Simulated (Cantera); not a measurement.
A closed system holds: 1 mol CaO, 17 mol HCl, 1.3 mol N2, held at 0.0120 bar.

These are equilibrium values from Cantera (NASA tables, ideal gas, pure condensed phases), not measurements of a reactor. Candidate condensed phases: Ca, CaCl2, CaO, Ca(OH)2, H2O, NH4Cl; 36 gas species. Condensed phases not in the tables: oxide chlorides. The numbers say what is thermodynamically allowed, not how fast it happens.

x: gas mole fraction; n: condensed amount in mol.

| T (K) | x HCl | x N2 | x H2O | x CaCl2 | x Cl | x H2 | x H | n CaCl2(l) |
|---|---|---|---|---|---|---|---|---|
| 1325 | 0.859 | 0.0745 | 0.0573 | 0.00773 | 0.000602 | 0.000319 | 2.67e-7 | 0.865 |
| 1375 | 0.849 | 0.0737 | 0.0567 | 0.0188 | 0.000975 | 0.000509 | 7.06e-7 | 0.668 |
| 1425 | 0.828 | 0.0719 | 0.0553 | 0.0429 | 0.00151 | 0.000780 | 1.74e-6 | 0.225 |
| 1475 | 0.816 | 0.0710 | 0.0546 | 0.0546 | 0.00229 | 0.00117 | 4.05e-6 | 0 |
| 1525 | 0.815 | 0.0709 | 0.0545 | 0.0546 | 0.00339 | 0.00173 | 8.98e-6 | 0 |
| 1575 | 0.813 | 0.0709 | 0.0545 | 0.0545 | 0.00491 | 0.00249 | 1.89e-5 | 0 |
| 1625 | 0.810 | 0.0708 | 0.0544 | 0.0545 | … | … | … | 0 |
| 1675 | 0.806 | 0.0707 | 0.0543 | 0.0544 | 0.00960 | 0.00483 | 7.37e-5 | 0 |
| 1725 | 0.801 | 0.0706 | 0.0542 | 0.0543 | … | … | … | 0 |
| 1775 | 0.795 | 0.0704 | 0.0540 | 0.0542 | 0.0173 | 0.00866 | 0.000246 | 0 |

**Question.** Fill in the missing entries.

**Answer.** 
- 1625, x Cl: 0.00694
- 1625, x H2: 0.00350
- 1625, x H: 3.81e-5
- 1725, x Cl: 0.0130
- 1725, x H2: 0.00653
- 1725, x H: 0.000137
